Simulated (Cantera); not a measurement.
Input (Python, Cantera) and output of one run.

```python
import numpy as np
import cantera as ct

gas_names = [...]  # 110 gases of nasa_gas.yaml made of C, H, O
cond_names = """
    C(gr) C6H6(L) C7H8(L) C8H18(L),n-octa H2O(s) H2O(L)
""".split()


# ... load() reads the species with a 1 bar reference pressure and builds the phases ...
atoms = {
    'C3H8': {'C': 3, 'H': 8},
    'H2O': {'H': 2, 'O': 1},
    'H2': {'H': 2},
}
top_T = {'C(gr)': 4500}  # K; cautious upper limits of use, not melting points


# ... equilibrate(T, P, feed) seeds the gas with the atoms and calls Mixture.equilibrate('TP', solver="vcs", rtol=1e-11, max_steps=5000) ...
results = []
feed = {'C3H8': 1, 'H2O': 5.4, 'H2': 7.6}  # mol
T = 650  # K
P = 100000  # Pa
mix = equilibrate(T, P, feed)
results.append((T, P, feed, dict(zip(mix.species_names, mix.species_moles))))
x = sorted(zip(gas.X, gas.species_names), reverse=True)
print(f"T = {T:g} K  P = {P:g} Pa  gas = {mix.phase_moles(0):.4g} mol")
print("   x: " + "  ".join(f"{s} {v:.3e}" for v, s in x if v > 1e-06))
print("   condensed (mol): " + ("  ".join(f"{mix.phase(i).name} {mix.phase_moles(i):.4g}"
      for i in range(1, mix.n_phases) if mix.phase_moles(i) > 1e-12) or "none"))
```

Output:

```
T = 650 K  P = 100000 Pa  gas = 14.01 mol
   x: H2 4.010e-01  H2O 3.849e-01  CH4 2.138e-01  CO2 2.878e-04  CO 1.924e-05
   condensed (mol): none
```

Cantera equilibrium calculation (NASA polynomials, part measured and part estimated; ideal gas, pure solids and liquids).
